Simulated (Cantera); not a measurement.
An isothermal, constant-pressure homogeneous reactor starts with N2O = 1 (molar parts), at 1425 K and 20.0 Torr.

Model: GRI-Mech 3.0 (53 species, 325 reactions), integrated in Cantera. GRI-Mech 3.0 was tuned for natural gas; its chemistry of N2O as a main component is partial and can be far from experiment. Radical loss at walls, strong at low pressure, is not modelled. The temperature is held fixed by assumption; the heat of reaction is taken as removed at once.

One state of this run: x N2O = 4.93e-6; x NO2 = 0.000169; x O = 4.44e-6; x N2 = 0.599; x O2 = 0.265; x NO = 0.136. x: mole fraction; the columns are a selection and need not sum to one.

Q: Which value of t (s) does it belong to?
A. 0.431
B. 1.55e-5
C. 200
D. 2.00e-6

A: C, 200
